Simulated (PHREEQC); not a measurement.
**Polishing slurry liquid (model solution)**

Dissolve 0.02 mol/kgw K2CO3, 0.0022 mol/kgw K2SO4 and 0.0005 mol/kgw KH2PO4 at 25 °C. Closed to the air; pH follows from the charge balance.

Computed with PHREEQC (ion-association model, phreeqc.dat).

Each row changes one thing in this solution. No solid was allowed to form.

```json
[
 {"case": "as made", "pH": "11.03", "ionic strength (mol/kgw)": "0.0653", "CO3-2 (mol/kgw)": "0.0181", "SO4-2 (mol/kgw)": "0.00195", "HCO3- (mol/kgw)": "0.00193", "HPO4-2 (mol/kgw)": "0.000419"},
 {"case": "diluted 10-fold with water", "pH": "10.65", "ionic strength (mol/kgw)": "0.00621", "CO3-2 (mol/kgw)": "0.00146", "SO4-2 (mol/kgw)": "0.000215", "HCO3- (mol/kgw)": "0.000544", "HPO4-2 (mol/kgw)": "4.82e-5"},
 {"case": "K2CO3 from 0.02 to 0.2 mol/kgw", "pH": "11.42", "ionic strength (mol/kgw)": "0.602", "CO3-2 (mol/kgw)": "0.195", "SO4-2 (mol/kgw)": "0.00147", "HCO3- (mol/kgw)": "0.00502", "HPO4-2 (mol/kgw)": "0.000198"},
 {"case": "K2CO3 from 0.02 to 0.03 mol/kgw", "pH": "11.11", "ionic strength (mol/kgw)": "0.0948", "CO3-2 (mol/kgw)": "0.0277", "SO4-2 (mol/kgw)": "0.00188", "HCO3- (mol/kgw)": "0.00228", "HPO4-2 (mol/kgw)": "0.000393"},
 {"case": "KH2PO4 from 0.0005 to 0.0025 mol/kgw", "pH": "10.74", "ionic strength (mol/kgw)": "0.0679", "CO3-2 (mol/kgw)": "0.0166", "SO4-2 (mol/kgw)": "0.00194", "HCO3- (mol/kgw)": "0.00340", "HPO4-2 (mol/kgw)": "0.00223"}
]
```
